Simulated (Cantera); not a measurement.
Feed: 1 mol C2H5OH, 0.37 mol CO2, 37 mol N2, equilibrated at 22500 Torr.

Method: chemical equilibrium by Gibbs-energy minimisation in Cantera with the NASA 1993 tables (ideal gas, pure condensed phases). Candidate condensed phases: C, C6H6, C7H8, C8H18, H2O; 136 gas species. Equilibrium is a limit: real reactors are often held back by kinetics, nucleation or transport. All values below are at 2148 K.

Base state: N2 0.883, H2 0.0682, CO 0.0417, HCN 0.00622, HNC 0.000454, H 0.000199, C2H2 (acetylene) 0.000131, CH4 4.12e-5 (mole fractions); condensed: C(graphite).

Task: What changes in the equilibrium state with this change: pressure from 22500 Torr to 75.0 Torr?

Result: 
| species | before | after |
|---|---|---|
| N2 | 0.883 | 0.882 |
| H2 | 0.0682 | 0.0666 |
| CO | 0.0417 | 0.0416 |
| H | 0.000199 | 0.00340 |
| CH4 | 4.12e-5 | 1.31e-7 |
| CN | 5.84e-7 | 1.01e-5 |
| C2H2 (acetylene) | 0.000131 | 0.000128 |
| HCN | 0.00622 | 0.00614 |
| C(graphite), mol | 0.338 | 0.343 |
